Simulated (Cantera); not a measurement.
A closed system holds: 1 mol Si, a varied amount of F₂, 0.18 mol N₂, 1.6 mol HF, held at 948.15 K and 75.0 Torr.

Equilibrium computed with Cantera from the NASA thermochemical tables; the gas is ideal and each condensed phase is pure. Candidate condensed phases: Si, Si₃N₄; 37 gas species. N₂ is the only nitrogen source here; it is nearly inert below about 1500 K, so the nitride shown seldom forms there in practice. Rates play no part.

### Question
Which condensed phases are stable at each of these points (n(F₂) (mol)): 0.78, 1.5, 2.2, 2.9, 3.6, 4.3, 5.1, 5.8, 6.5, 7.2, 7.9?

### Answer
```csv
n(F₂) (mol),condensed phases,Si condensed (%)
0.78,Si₃N₄(s),21.0
1.5,gas only,0.0
2.2,gas only,0.0
2.9,gas only,0.0
3.6,gas only,0.0
4.3,gas only,0.0
5.1,gas only,0.0
5.8,gas only,0.0
6.5,gas only,0.0
7.2,gas only,0.0
7.9,gas only,0.0
```

At 0.78 mol F₂ the condensed part is Si₃N₄(s). From 1.5 mol F₂ to 7.9 mol F₂ nothing is condensed.
